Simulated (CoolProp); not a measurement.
R1123 at several states: density (kg/m³) from the reference equation and from simpler models built on Tc = 331.7 K, pc = 4549 kPa, ω = 0.243; each cubic takes its own stable root.

Model: reference Helmholtz-energy equation of state, Akasaka 2020, in CoolProp.

| T (K) | p (kPa) | phase | reference |
|---|---|---|---|
| 315.9 | 910 | gas | 31.15 |
| 382.3 | 16100 | supercritical | 754.2 |
| 257.7 | 20000 | liquid | 1259 |
| 457.8 | 20000 | supercritical | 557.2 |
| 354.1 | 1810 | gas | 57.26 |
| 329.9 | 500 | gas | 15.58 |

Task: How far does each simpler model (van der Waals, Redlich-Kwong, Soave-Redlich-Kwong) lie from the reference over these 6 states: mean and median of the absolute difference, and the worst?

Result: 
- van der Waals: mean 9.5 %, median 1.8 %, worst -34.3 % at 257.7 K and 20000 kPa
- Redlich-Kwong: mean 3.0 %, median 1.2 %, worst -9.4 % at 257.7 K and 20000 kPa
- Soave-Redlich-Kwong: mean 4.7 %, median 3.9 %, worst -11.3 % at 382.3 K and 16100 kPa
